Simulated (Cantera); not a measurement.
Input: 1 mol Fe2O3, 3.9 mol CH4, 8.8 mol N2, equilibrated at 2248.15 K and 1 atm.

These are equilibrium values from Cantera (NASA tables, ideal gas, pure condensed phases), not measurements of a reactor. Candidate condensed phases: C, C6H6, C7H8, C8H18, Fe, Fe(CO)5, FeO, Fe(OH)2, Fe(OH)3, Fe2O3, Fe3O4, H2O; 140 gas species. Iron dissolves carbon and melts from about 1420 K in contact with it, which pure phases cannot show. Condensed phases not in the tables: cementite and carbon dissolved in iron. Kinetics and transport are ignored.

Base state: N2 0.438, H2 0.384, CO 0.152, HCN 0.0144, H 0.00453, Fe 0.00422, C2H2 (acetylene) 0.00127, HNC 0.00122 (mole fractions); condensed: C(graphite) + Fe(l).

Task: What changes in the equilibrium state with this change: temperature from 2248.15 K to 2550 K?

Result: 
```json
[
 {"species": "N2", "before": "0.438", "after": "0.409"},
 {"species": "H2", "before": "0.384", "after": "0.347"},
 {"species": "CO", "before": "0.152", "after": "0.145"},
 {"species": "Fe", "before": "0.00422", "after": "0.0424"},
 {"species": "H", "before": "0.00453", "after": "0.0182"},
 {"species": "HCN", "before": "0.0144", "after": "0.0301"},
 {"species": "C2H", "before": "5.92e-7", "after": "1.93e-5"},
 {"species": "CN", "before": "6.60e-6", "after": "9.84e-5"},
 {"species": "C4H2", "before": "1.72e-6", "after": "2.54e-5"},
 {"species": "C(graphite), mol", "before": "0.540", "after": "0.00176"},
 {"species": "Fe(l), mol", "before": "1.92", "after": "1.12"}
]
```
